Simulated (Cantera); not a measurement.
A closed system holds: 1 mol Cu2O, 1.9 mol CO, equilibrated at 1425 K and 1000 Pa.

Cantera equilibrium calculation (NASA polynomials, part measured and part estimated; ideal gas, pure solids and liquids). Candidate condensed phases: C, Cu, CuO, Cu2O; 15 gas species. Rates play no part.

Base state: CO2 0.526, CO 0.474, Cu 0.000217 (mole fractions); condensed: Cu(l).

**Question.** What changes in the equilibrium state with this change: temperature from 1425 K to 2075 K?

**Answer.** 
| species | before | after |
|---|---|---|
| Cu | 0.000217 | 0.510 |
| CO2 | 0.526 | 0.255 |
| CO | 0.474 | 0.233 |
| O2 | <1e-9 | 0.000700 |
| O | <1e-9 | 0.000308 |
| CuO | <1e-9 | 0.000134 |
| Cu2 | 5.10e-8 | 0.00163 |
| Cu(l), mol | 2.00 | 0 |
